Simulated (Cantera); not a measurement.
Charge: 1 mol C2H4, 0.062 mol CO2, held at 1 atm.

Equilibrium computed with Cantera from the NASA thermochemical tables; the gas is ideal and each condensed phase is pure. Candidate condensed phases: C, C6H6, C7H8, C8H18, H2O; 110 gas species. The numbers say what is thermodynamically allowed, not how fast it happens. All values below are at 2500 K.

Base state: H2 0.908, CO 0.0577, H 0.0238, C2H2 (acetylene) 0.00983, CH4 0.000125, CH3 5.91e-5, C4H2 4.39e-5, C2H 1.85e-5 (mole fractions); condensed: C(graphite).

**Question.** What changes in the equilibrium state with this change: CO2 from 0.062 to 0.99 mol?

**Answer.** 
```tsv
species	before	after
CO	0.0577	0.493
H2	0.908	0.484
H	0.0238	0.0174
CH4	0.000125	3.56e-5
CH3	5.91e-5	2.30e-5
C2H2 (acetylene)	0.00983	0.00524
C4H2	4.39e-5	2.34e-5
C2H	1.85e-5	1.35e-5
C(graphite), mol	1.89	0.967
```

**Question.** What changes in the equilibrium state with this change: CO2 from 0.062 to 0.76 mol?

**Answer.** 
| species | before | after |
|---|---|---|
| H2 | 0.908 | 0.548 |
| CO | 0.0577 | 0.428 |
| H | 0.0238 | 0.0185 |
| CH4 | 0.000125 | 4.56e-5 |
| CH3 | 5.91e-5 | 2.77e-5 |
| C4H2 | 4.39e-5 | 2.65e-5 |
| C2H2 (acetylene) | 0.00983 | 0.00592 |
| C(graphite), mol | 1.89 | 1.20 |
